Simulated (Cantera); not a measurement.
An isothermal, constant-pressure homogeneous reactor starts with 7.14 % C2H6, 92.9 % H2, at 1550 K and 380 Pa.

Computed with Cantera and GRI-Mech 3.0 (53 species, 325 reactions). GRI-Mech 3.0 stops at C3 and has no aromatics, soot or wall deposition, so with more carbon than oxygen in the feed, carbon stays in small species such as C2H2 where larger ones or solid carbon would form. Radical loss at walls, strong at low pressure, is not modelled.

**Question.** Predict: x(C2H6) at 60.0 s; x(H2) at 60.0 s; x(CH4) at 60.0 s; x(C2H2) at 60.0 s; x(CH2) at 60.0 s; x(H) at 60.0 s.

**Answer.** 
| Item | Value |
|---|---|
| x(C2H6) at 60.0 s | 1.41e-7 (gas-phase equilibrium 8.18e-10) |
| x(H2) at 60.0 s | 0.932 (gas-phase equilibrium 0.937) |
| x(CH4) at 60.0 s | 0.00836 (gas-phase equilibrium 0.000432) |
| x(C2H2) at 60.0 s | 0.0588 (gas-phase equilibrium 0.0623) |
| x(CH2) at 60.0 s | 3.40e-8 (gas-phase equilibrium 2.18e-9) |
| x(H) at 60.0 s | 0.000453 (gas-phase equilibrium 0.000498) |
